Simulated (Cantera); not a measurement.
## Si + H2O + N2 (thermal oxidation and active oxidation of silicon)

Input: 1 mol Si, 0.0038 mol H2O, 2.2 mol N2, held at 10.0 mbar.

Cantera equilibrium calculation (NASA polynomials, part measured and part estimated; ideal gas, pure solids and liquids). Candidate condensed phases: H2O, Si, SiO2, Si2N2O, Si3N4; 35 gas species. N2 is the only nitrogen source here; it is nearly inert below about 1500 K, so the nitride shown seldom forms there in practice. Mutual solubility and eutectic melting of coexisting phases are not modelled. The tables' values for SiN are old estimates; treat these amounts as uncertain. Rates play no part.

```csv
T (K),x N2,x Si,x H2,x SiO,x H,n Si2N2O(s),n Si3N4(s),n Si(l)
1075,0.998,<1e-12,0.00247,<1e-12,7.29e-9,0.00380,0.331,0
1150,0.998,<1e-12,0.00247,1.01e-11,3.71e-8,0.00380,0.331,0
1225,0.998,<1e-12,0.00247,4.24e-10,1.55e-7,0.00380,0.331,0
1300,0.998,5.87e-12,0.00247,1.14e-8,5.50e-7,0.00380,0.331,0
1375,0.998,1.93e-10,0.00247,2.14e-7,1.70e-6,0.00380,0.331,0
1450,0.998,4.41e-9,0.00247,2.94e-6,4.70e-6,0.00380,0.331,0
1525,0.997,7.37e-8,0.00246,3.11e-5,1.17e-5,0.00375,0.331,0
1600,0.997,9.41e-7,0.00246,0.000262,2.69e-5,0.00340,0.331,0
1675,0.996,9.55e-6,0.00244,0.00181,5.73e-5,0.00101,0.332,0
1750,0.995,7.90e-5,0.00240,0.00246,0.000114,0,0.332,0
1825,0.996,0.000455,0.00163,0.00172,0.000178,0,0,0.995
1900,0.995,0.00126,0.00156,0.00172,0.000313,0,0,0.993
1975,0.993,0.00323,0.00145,0.00172,0.000521,0,0,0.988
```
x: gas mole fraction; n: condensed amount in mol.

From 1075 K to 1675 K the condensed part is Si2N2O(s) + Si3N4(s). At 1750 K the condensed part is Si3N4(s). From 1825 K to 1975 K the condensed part is Si(l).
